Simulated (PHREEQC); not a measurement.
Solution (25 °C): 2.1 mmol/kgw H3PO4 and 4.3 mmol/kgw HF. Closed to the air; pH follows from the charge balance.

Model: ion-association model, phreeqc.dat, run in PHREEQC.

```json
[
 {"quantity": "pH", "before": "2.62", "after": "2.74"},
 {"quantity": "ionic strength (mol/kgw)", "before": "0.00255", "after": "0.00190"},
 {"quantity": "HF (mol/kgw)", "before": "0.00331", "after": "0.00383"},
 {"quantity": "F- (mol/kgw)", "before": "0.000965", "after": "0.000454"},
 {"quantity": "HF2- (mol/kgw)", "before": "1.23e-5", "after": "7.33e-6"}
]
```

### Question
Name the change that produced these shifts.
A. H3PO4 replaced by Na2HPO4 at the same molality
B. diluted 2-fold with water
C. temperature from 25 to 85 °C
D. H3PO4 from 0.0021 to 0.0105 mol/kgw
E. HF replaced by NH4BF4 at the same molality

### Answer
C, temperature from 25 to 85 °C

Precipitation was switched off in this run. Constants without temperature data keep their 25 °C values here.
